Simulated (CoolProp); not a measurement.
R141b along the isotherm 226.85 °C: fugacity coefficient from the reference equation and from simpler models built on Tc = 204.4 °C, pc = 4212 kPa, ω = 0.220; each cubic takes its own stable root.

The numbers come from the reference Helmholtz-energy equation of state, Lemmon 2006 in CoolProp. It is a short technical equation, of lower accuracy than the large ones.

| p (kPa) | phase | reference |
|---|---|---|
| 2810 | gas | 0.8165 |
| 5620 | supercritical | 0.6256 |
| 8420 | supercritical | 0.4745 |
| 11200 | supercritical | 0.3959 |
| 14000 | supercritical | 0.3493 |
| 16800 | supercritical | 0.3196 |
| 19700 | supercritical | 0.2994 |
| 22500 | supercritical | 0.2862 |
| 25300 | supercritical | 0.2774 |
| 28100 | supercritical | 0.2718 |
| 30900 | supercritical | 0.2686 |
| 33700 | supercritical | 0.2673 |
| 36500 | supercritical | 0.2676 |
| 39300 | supercritical | 0.2691 |
| 42100 | supercritical | 0.2719 |

Q: How far does each simpler model (van der Waals, Redlich-Kwong, Soave-Redlich-Kwong, Peng-Robinson) lie from the reference over these 15 states: mean and median of the absolute difference, and the worst?

A: 
- van der Waals: mean 22.7 %, median 22.2 %, worst +48.9 % at 226.85 °C and 42100 kPa
- Redlich-Kwong: mean 4.2 %, median 4.6 %, worst +7.6 % at 226.85 °C and 42100 kPa
- Soave-Redlich-Kwong: mean 7.1 %, median 8.1 %, worst +11.5 % at 226.85 °C and 42100 kPa
- Peng-Robinson: mean 3.3 %, median 3.0 %, worst -5.4 % at 226.85 °C and 42100 kPa
